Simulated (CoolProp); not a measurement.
Values from CoolProp's reference Helmholtz-energy equation of state, Thol 2021.

Q: Give the vapour pressure (MPa), vapour density (kg/m³), liquid cp (kJ/(kg K)) of saturated chlorine at -2.45, 8.75 °C.

A: 
```tsv
T (°C)	p (MPa)	vapour density (kg/m³)	liquid cp (kJ/(kg K))
-2.45	0.339	11.4	0.959
8.75	0.486	15.9	0.971
```
